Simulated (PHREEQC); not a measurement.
Dissolve 1.5 mol KOH and 3.1 mol CaCl2 per kg of water at 25 °C. Closed to the air; pH follows from the charge balance.

Computed with PHREEQC (Pitzer model, pitzer.dat).

The ionic strength comes out as 10.8 mol/kgw. What activity coefficients do OH-, K+, Ca+2, Cl- get?

OH- 0.013, K+ 0.95, Ca+2 1.0, Cl- 0.75. Single-ion values are on the MacInnes scale.

Precipitation was switched off in this run. Saturation is exceeded, for instance for Portlandite; the values hold only as long as no solid forms. In brines, pH and single-ion activities rest on the MacInnes convention.
